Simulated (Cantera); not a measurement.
Cantera run:

```python
import numpy as np
import cantera as ct

gas_names = """
    F F2 N NF NF2 NF3 N2 Si SiF SiF2 SiF3 SiF4 SiN Si2 Si2N Si3
""".split()
cond_names = """
    Si(cr) Si(L) Si3N4(a)
""".split()


# ... load() reads the species with a 1 bar reference pressure and builds the phases ...
atoms = {
    'Si': {'Si': 1},
    'NF3': {'N': 1, 'F': 3},
}
top_T = {'Si3N4(a)': 2400}  # K; cautious upper limits of use, not melting points


# ... equilibrate(T, P, feed) seeds the gas with the atoms and calls Mixture.equilibrate('TP', solver="vcs", rtol=1e-11, max_steps=5000) ...
results = []
feed = {'Si': 1, 'NF3': 7.4}  # mol
P = 10000  # Pa
for T in [550, 575, 600, 625, 650, 675, 700, 725, 750, 775, 800, 825]:
    mix = equilibrate(T, P, feed)
    results.append((T, P, feed, dict(zip(mix.species_names, mix.species_moles))))

top = {s: max(r[3][s] / sum(r[3][g] for g in gas_names) for r in results) for s in gas_names}
cols = sorted((s for s in top if top[s] > 1e-05), key=lambda s: -top[s])[:7]
seen = [c for c in cond_names if any(r[3].get(c, 0) > 1e-12 for r in results)]
print("log10 of partial pressures in bar; condensed amounts in mol")
print(f"{'T/K':>10s}" + "".join(f"{s[:9]:>10s}" for s in cols + seen))
for T, P, feed, n in results:
    ng = sum(n[g] for g in gas_names)
    print(f"{T:10.4g}" + "".join(f"{np.log10(max(n[s] / ng * P / 1e5, 1e-99)):10.3f}" for s in cols)
          + "".join(f"{n.get(c, 0):10.4g}" for c in seen))
```

Output:

```
log10 of partial pressures in bar; condensed amounts in mol
       T/K       NF3        F2        N2      SiF4         F
       550    -1.107    -3.524    -2.060    -1.889    -6.255
       575    -1.110    -3.164    -2.055    -1.890    -5.741
       600    -1.115    -2.839    -2.045    -1.893    -5.271
       625    -1.125    -2.545    -2.026    -1.897    -4.842
       650    -1.141    -2.284    -1.997    -1.904    -4.450
       675    -1.168    -2.055    -1.956    -1.915    -4.094
       700    -1.209    -1.857    -1.904    -1.931    -3.770
       725    -1.268    -1.691    -1.846    -1.953    -3.477
       750    -1.350    -1.555    -1.786    -1.980    -3.213
       775    -1.456    -1.448    -1.732    -2.011    -2.976
       800    -1.588    -1.368    -1.686    -2.043    -2.764
       825    -1.746    -1.313    -1.652    -2.073    -2.575
```

Equilibrium computed with Cantera from the NASA thermochemical tables; the gas is ideal and each condensed phase is pure.
